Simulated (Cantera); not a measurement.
Feed: 1 mol TiCl₄, a varied amount of O₂, at 1773 K and 0.338 Torr.

Method: chemical equilibrium by Gibbs-energy minimisation in Cantera with the NASA 1993 tables (ideal gas, pure condensed phases). Candidate condensed phases: Ti, TiCl₂, TiCl₃, TiCl₄, TiO, TiO₂, Ti₂O₃, Ti₃O₅, Ti₄O₇; 15 gas species. The tables' values for TiCl₂ are old estimates; treat these amounts as uncertain. Rates play no part.

x: gas mole fraction; n: condensed amount in mol.

```json
[
 {"n(O₂) (mol)": "0.88", "x Cl": "0.960", "x O₂": "8.62e-6", "x TiCl₄": "0.0176", "x TiCl₃": "0.0133", "x Cl₂": "0.00538", "x O": "1.30e-5", "x TiOCl₂": "0.00343", "n TiO₂(rutile)": "0.874"},
 {"n(O₂) (mol)": "1.2", "x Cl": "0.946", "x O₂": "0.0474", "x TiCl₄": "3.02e-6", "x TiCl₃": "2.32e-6", "x Cl₂": "0.00522", "x O": "0.000963", "x TiOCl₂": "4.50e-5", "n TiO₂(rutile)": "1.000"},
 {"n(O₂) (mol)": "1.6", "x Cl": "___", "x O₂": "___", "x TiCl₄": "___", "x TiCl₃": "___", "x Cl₂": "___", "x O": "___", "x TiOCl₂": "___", "n TiO₂(rutile)": "1.000"},
 {"n(O₂) (mol)": "2.1", "x Cl": "0.779", "x O₂": "0.215", "x TiCl₄": "3.06e-7", "x TiCl₃": "2.84e-7", "x Cl₂": "0.00354", "x O": "0.00205", "x TiOCl₂": "1.43e-5", "n TiO₂(rutile)": "1.000"},
 {"n(O₂) (mol)": "2.8", "x Cl": "___", "x O₂": "___", "x TiCl₄": "___", "x TiCl₃": "___", "x Cl₂": "___", "x O": "___", "x TiOCl₂": "___", "n TiO₂(rutile)": "1.000"},
 {"n(O₂) (mol)": "3.8", "x Cl": "0.584", "x O₂": "0.411", "x TiCl₄": "5.08e-8", "x TiCl₃": "6.29e-8", "x Cl₂": "0.00199", "x O": "0.00284", "x TiOCl₂": "5.82e-6", "n TiO₂(rutile)": "1.000"},
 {"n(O₂) (mol)": "5.1", "x Cl": "0.491", "x O₂": "0.504", "x TiCl₄": "2.05e-8", "x TiCl₃": "3.03e-8", "x Cl₂": "0.00141", "x O": "0.00314", "x TiOCl₂": "3.70e-6", "n TiO₂(rutile)": "1.000"},
 {"n(O₂) (mol)": "6.8", "x Cl": "0.406", "x O₂": "0.590", "x TiCl₄": "8.21e-9", "x TiCl₃": "1.47e-8", "x Cl₂": "0.000961", "x O": "0.00340", "x TiOCl₂": "2.34e-6", "n TiO₂(rutile)": "1.000"},
 {"n(O₂) (mol)": "9", "x Cl": "0.332", "x O₂": "0.664", "x TiCl₄": "3.25e-9", "x TiCl₃": "7.10e-9", "x Cl₂": "0.000641", "x O": "0.00361", "x TiOCl₂": "1.47e-6", "n TiO₂(rutile)": "1.000"},
 {"n(O₂) (mol)": "12", "x Cl": "0.265", "x O₂": "0.730", "x TiCl₄": "1.21e-9", "x TiCl₃": "3.31e-9", "x Cl₂": "0.000411", "x O": "0.00378", "x TiOCl₂": "9.00e-7", "n TiO₂(rutile)": "1.000"}
]
```

Task: Fill in the missing entries.

Result: 
- 2.8, x Cl: 0.685
- 2.8, x O₂: 0.310
- 2.8, x TiCl₄: 1.27e-7
- 2.8, x TiCl₃: 1.34e-7
- 2.8, x Cl₂: 0.00274
- 2.8, x O: 0.00246
- 2.8, x TiOCl₂: 9.22e-6
- 1.6, x Cl: 0.864
- 1.6, x O₂: 0.130
- 1.6, x TiCl₄: 7.64e-7
- 1.6, x TiCl₃: 6.41e-7
- 1.6, x Cl₂: 0.00435
- 1.6, x O: 0.00160
- 1.6, x TiOCl₂: 2.26e-5
